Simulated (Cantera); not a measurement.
What does this Cantera script print?

```python
import numpy as np
import cantera as ct

gas_names = """
    Fe H H2 H2S N NH NH2 NH3 N2 N2H2 N2H4 S SH SN S2 S8
""".split()
cond_names = """
    Fe(a) Fe(c) Fe(d) Fe(L) FeS(a) FeS(b) FeS(c) FeS(L) FeS2(s) S(cr1) S(cr2) S(L)
""".split()


def load(file, names, dense=False):
    # The tables refer to 1 bar. Condensed volumes are neglected.
    table = {s.name: s for s in ct.Species.list_from_file(file)}
    out = []
    for n in names:
        d = dict(table[n].input_data)
        d["thermo"] = dict(d["thermo"], **{"reference-pressure": 1e5})
        if dense:
            d["equation-of-state"] = {"model": "constant-volume", "density": "1e6 g/cm^3"}
        out.append(ct.Species.from_dict(d))
    return out


gas = ct.Solution(thermo="ideal-gas", species=load("nasa_gas.yaml", gas_names))
cond = {s.name: ct.Solution(thermo="fixed-stoichiometry", species=[s], name=s.name)
        for s in load("nasa_condensed.yaml", cond_names, dense=True)}
atoms = {
    'FeS2': {'Fe': 1, 'S': 2},
    'H2': {'H': 2},
    'N2': {'N': 2},
}
top_T = {'FeS2(s)': 1010}  # K; cautious upper limits of use, not melting points


def equilibrate(T, P, feed):
    n = {}
    for name, mol in feed.items():
        for a, k in atoms[name].items():
            n[a] = n.get(a, 0.0) + k * mol
    gas.TPX = T, P, n
    mass = sum(n.values()) * gas.mean_molecular_weight
    gas.equilibrate("TP")
    valid = [c for c in cond.values() if c.min_temp <= T <= top_T.get(c.name, c.max_temp)]
    mix = ct.Mixture([(gas, mass / gas.mean_molecular_weight)] + [(c, 0.0) for c in valid])
    mix.T, mix.P = T, P
    mix.equilibrate("TP", solver="vcs", rtol=1e-11, max_steps=5000)
    return mix


results = []
T = 1073  # K
P = 133.322  # Pa
for m in [2.4, 3.6, 5.4, 8.2, 12, 18, 27, 41, 61, 92, 140, 210]:
    feed = {'FeS2': 1, 'H2': m, 'N2': 4.5}  # mol
    mix = equilibrate(T, P, feed)
    results.append((T, P, feed, dict(zip(mix.species_names, mix.species_moles))))

top = {s: max(r[3][s] / sum(r[3][g] for g in gas_names) for r in results) for s in gas_names}
cols = sorted((s for s in top if top[s] > 0.001), key=lambda s: -top[s])[:6]
seen = [c for c in cond_names if any(r[3].get(c, 0) > 1e-12 for r in results)]
print("log10 of partial pressures in bar; condensed amounts in mol")
print(f"{'n(H2)':>10s}" + "".join(f"{s[:9]:>10s}" for s in cols + seen))
for T, P, feed, n in results:
    ng = sum(n[g] for g in gas_names)
    print(f"{feed['H2']:10.4g}" + "".join(f"{np.log10(max(n[s] / ng * P / 1e5, 1e-99)):10.3f}" for s in cols)
          + "".join(f"{n.get(c, 0):10.4g}" for c in seen))
```

It prints:

```
log10 of partial pressures in bar; condensed amounts in mol
     n(H2)        H2        N2       H2S        S2    FeS(c)
       2.4    -3.482    -3.072    -3.911    -4.484         1
       3.6    -3.339    -3.136    -3.899    -4.746         1
       5.4    -3.217    -3.220    -3.935    -5.060         1
       8.2    -3.118    -3.327    -4.014    -5.417         1
        12    -3.050    -3.440    -4.113    -5.752         1
        18    -2.996    -3.574    -4.239    -6.112         1
        27    -2.958    -3.720    -4.381    -6.471         1
        41    -2.931    -3.880    -4.538    -6.840         1
        61    -2.913    -4.038    -4.694    -7.189         1
        92    -2.901    -4.206    -4.862    -7.549         1
       140    -2.892    -4.382    -5.036    -7.915         1
       210    -2.886    -4.553    -5.208    -8.269         1
```

Method: chemical equilibrium by Gibbs-energy minimisation in Cantera with the NASA 1993 tables (ideal gas, pure condensed phases). FeS: taken at fixed stoichiometry. Gases not in the tables: S3 to S7.
